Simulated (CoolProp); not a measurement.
Vapour pressure (MPa) of chlorine: the reference equation beside estimates from Tc = 143.7 °C, pc = 7.642 MPa, ω = 0.070.

Model: reference Helmholtz-energy equation of state, Thol 2021, in CoolProp.

```csv
T (°C),reference,Lee-Kesler,van der Waals,Redlich-Kwong
35.15,1.012,1.006,2.016,1.045
41.15,1.174,1.165,2.214,1.214
47.15,1.354,1.342,2.424,1.400
53.15,1.553,1.537,2.647,1.606
59.25,1.775,1.755,2.886,1.836
65.25,2.016,1.990,3.133,2.083
71.25,2.278,2.247,3.394,2.353
77.25,2.564,2.528,3.668,2.645
83.25,2.874,2.832,3.956,2.960
89.25,3.210,3.162,4.257,3.301
95.25,3.572,3.520,4.572,3.666
101.25,3.961,3.906,4.901,4.058
107.25,4.379,4.323,5.244,4.477
113.35,4.835,4.780,5.607,4.930
119.35,5.315,5.264,5.979,5.406
```

Absolute difference from the reference over all 15 rows, mean and median: Lee-Kesler 1.2 and 1.3 %, van der Waals 47.8 and 43.1 %, Redlich-Kwong 2.9 and 3.2 %.
